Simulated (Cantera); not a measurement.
A closed system holds: 1 mol Si, 3 mol Br2, 34 mol N2, at 2.30 mbar.

Cantera equilibrium calculation (NASA polynomials, part measured and part estimated; ideal gas, pure solids and liquids). Candidate condensed phases: Br2, Si, Si3N4; 13 gas species. The tables' values for SiBr3, SiBr are old estimates; treat these amounts as uncertain. Rates play no part.

x: gas mole fraction; nothing condenses.

| T (°C) | x N2 | x Br | x Br2 | x SiBr4 | x SiBr2 |
|---|---|---|---|---|---|
| 200 | 0.944 | 4.35e-8 | 0.0278 | 0.0278 | <1e-12 |
| 300 | 0.944 | 3.21e-6 | 0.0278 | 0.0278 | <1e-12 |
| 400 | 0.944 | 6.64e-5 | 0.0277 | 0.0278 | <1e-12 |
| 500 | 0.944 | … | 0.0275 | 0.0278 | <1e-12 |
| 600 | 0.943 | 0.00348 | 0.0260 | 0.0277 | <1e-12 |
| 700 | 0.939 | 0.0126 | 0.0213 | 0.0276 | 2.00e-10 |
| 800 | 0.930 | 0.0298 | 0.0125 | 0.0274 | 2.92e-8 |
| 900 | 0.923 | … | … | 0.0271 | … |
| 1000 | 0.919 | 0.0525 | 0.00121 | 0.0264 | 0.000255 |
| 1100 | 0.906 | 0.0665 | 0.000496 | 0.0186 | 0.00611 |
| 1200 | 0.880 | 0.0934 | 0.000301 | 0.00383 | 0.0201 |
| 1300 | 0.873 | 0.101 | 0.000126 | 0.000272 | 0.0247 |
| 1400 | 0.872 | 0.102 | 5.15e-5 | 2.02e-5 | 0.0253 |

Task: Some entries are withheld; supply them.

Result: 
- 500, x Br: 0.000628
- 900, x Br: 0.0455
- 900, x Br2: 0.00443
- 900, x SiBr2: 3.23e-6
